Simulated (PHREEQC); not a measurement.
A solution holds 0.0022 mol/kgw NH4HF2, 4.3e-05 mol/kgw LiOH, 0.017 mol/kgw CaBr2 and 0.00013 mol/kgw H2SeO4, at 25 °C. It is in equilibrium with CO2 at log p = 0 (atm). Otherwise closed; pH follows from the charge balance.

Computed with PHREEQC (ion-association model, wateq4f.dat).

```
Item                      Result
----------------  --------------
pH                          3.23
ionic strength    0.0537 mol/kgw
total alkalinity    -2.42 meq/kg
```

| species | molality | activity | log γ |
|---|---|---|---|
| Br- | 0.0340 | 0.0278 | -0.088 |
| CO2 | 0.0336 | 0.0340 | 0.005 |
| Ca+2 | 0.0168 | 0.00781 | -0.334 |
| F- | 0.00246 | 0.00198 | -0.093 |
| NH4+ | 0.00220 | 0.00180 | -0.088 |
| HF | 0.00173 | 0.00175 | 0.005 |
| H+ | 0.000690 | 0.000587 | -0.070 |
| CaF+ | 0.000163 | 0.000135 | -0.083 |
| SeO4-2 | 0.000128 | 5.71e-5 | -0.351 |
| Li+ | 4.30e-5 | 3.57e-5 | -0.081 |
| HCO3- | 3.12e-5 | 2.57e-5 | -0.084 |
| HF2- | 1.65e-5 | 1.33e-5 | -0.093 |
| H2F2 | 7.87e-6 | 7.97e-6 | 0.005 |

This is a speciation only: nothing precipitates in the calculation. Saturation is exceeded, for instance for Fluorite; the values hold only as long as no solid forms.
